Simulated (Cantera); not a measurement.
An isothermal, constant-pressure homogeneous reactor starts with H2 : O2 : N2 = 1.6 : 1 : 13 (molar parts), at 1423 K and 1.00 bar. Integrator tolerance rtol = 1e-08.

Cantera simulation using the H2/O2 subset of GRI-Mech 3.0, which has no nitrogen chemistry; the numbers are that mechanism's predictions, not measurements. The temperature is held fixed by assumption; the heat of reaction is taken as removed at once.

### Question
What does this change do: temperature 1423 to 750 K?

### Answer
```
quantity                                           before                                      after
----------------  ---------------------------------------  -----------------------------------------
x(H2) at 100 s    5.98e-7 (gas-phase equilibrium 5.98e-7)       0.102 (gas-phase equilibrium <1e-12)
x(O2) at 100 s      0.0135 (gas-phase equilibrium 0.0135)      0.0640 (gas-phase equilibrium 0.0135)
x(OH) at 100 s    2.03e-5 (gas-phase equilibrium 2.03e-5)  6.84e-12 (gas-phase equilibrium 9.03e-11)
x(H) at 100 s     5.17e-9 (gas-phase equilibrium 5.17e-9)    5.08e-11 (gas-phase equilibrium <1e-12)
x(HO2) at 100 s   1.44e-8 (gas-phase equilibrium 1.44e-8)     5.59e-7 (gas-phase equilibrium <1e-12)
x(H2O2) at 100 s  1.63e-9 (gas-phase equilibrium 1.63e-9)     4.24e-5 (gas-phase equilibrium <1e-12)
x(O) at 100 s     1.58e-7 (gas-phase equilibrium 1.58e-7)    3.19e-12 (gas-phase equilibrium <1e-12)
```
Below about 950 K walls govern HO2 and H2O2 in real vessels.
